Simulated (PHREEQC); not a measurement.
0.011 g of hydrous ferric oxide (600 m²/g; 0.2 weak and 0.005 strong sites per Fe, Dzombak-Morel constants, diffuse double layer) in 1 kg of water with 0.3 mol/kgw of an inert sodium salt, at 25 °C; the pH is set by adding NaOH or the inert anion's acid. Oxygen alone is held at its pressure in air (log pO2 = -0.68). No CO2 enters from the air. Precipitation was switched off in this run.

Computed with PHREEQC (ion-association model, wateq4f.dat).

```
pH     surface charge σ (C/m²)  surface potential ψ (mV)
-----  -----------------------  ------------------------
3                        0.368                       126
3.67                     0.359                       124
4.33                     0.331                       [?]
5                        0.269                       [?]
5.67                     0.191                       [?]
6.33                     0.121                       [?]
7                        0.066                        46
7.67                     0.024                        19
8.33                    -0.012                        -9
9                       -0.051                       -38
9.67                       [?]                       -64
10.33                   -0.166                       [?]
11                      -0.244                      -105
```

Problem. Complete the blanks.

Solution. 
- 4.33, surface potential ψ (mV): 120
- 5, surface potential ψ (mV): 110
- 5.67, surface potential ψ (mV): 93
- 6.33, surface potential ψ (mV): 71
- 9.67, surface charge σ (C/m²): -0.101
- 10.33, surface potential ψ (mV): -86

The oxide is taken as insoluble; below pH 4 it would dissolve.
